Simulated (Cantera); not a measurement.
A freely propagating, adiabatic, planar premixed flame of CH4 : CO : O2 : N2 : H2O = 1 : 0.38 : 1.68 : 6.33 : 0.38 (molar parts), unburnt at 473 K and 405 Torr; mixture-averaged transport, grid criteria slope 0.08 and curve 0.16, no radiation.

Computed with Cantera and GRI-Mech 3.0 (53 species, 325 reactions). Burning velocities carry a grid error of a few per cent, more on coarse grids.

Question: What does this change do: inlet temperature 473 to 498 K?

Answer: 
```tsv
quantity	before	after
laminar burning velocity	78.6 cm/s	86.9 cm/s
thermal thickness	0.686 mm	0.669 mm
peak x(HCO)	5.01e-5	5.30e-5
peak x(H)	0.0115	0.0119
```
